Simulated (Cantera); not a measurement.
Input: 1 mol SiHCl3, 0.054 mol C3H8, 920 mol H2, at 1.00 bar.

Cantera equilibrium calculation (NASA polynomials, part measured and part estimated; ideal gas, pure solids and liquids). Candidate condensed phases: C, C6H6, C7H8, C8H18, Si, SiC; 109 gas species. Mutual solubility and eutectic melting of coexisting phases are not modelled. Equilibrium is a limit: real reactors are often held back by kinetics, nucleation or transport. All values below are at 1123 K.

Base state: H2 0.997, HCl 0.00294, SiHCl3 5.03e-5, SiH2Cl2 3.58e-5, CH4 2.98e-5, SiCl2 1.83e-5 (mole fractions); condensed: Si(s) + SiC(s).

What changes in the equilibrium state with this change: SiHCl3 replaced by (CH3)2SiCl2?


```
species       before    after
-----------  -------  -------
H2             0.997    0.997
HCl          0.00294  0.00216
CH4          2.98e-5  0.00126
SiHCl3       5.03e-5  4.72e-7
SiH2Cl2      3.58e-5  4.57e-7
SiCl2        1.83e-5  2.34e-7
Si(s), mol     0.751        0
SiC(s), mol    0.135    0.999
```
The feed counts by its element totals alone.
